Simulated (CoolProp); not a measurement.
Computed with CoolProp (reference Helmholtz-energy equation of state, Lemmon 2006). It is a short technical equation, of lower accuracy than the large ones.

Question: For nitrous oxide, give the phase and the cp (kJ/(kg K)), isothermal compressibility (1/MPa) at 187.3 K and 18.1 bar.

Answer: 
- 187.3 K and 18.1 bar: liquid; cp 1.72, isothermal compressibility 0.00116
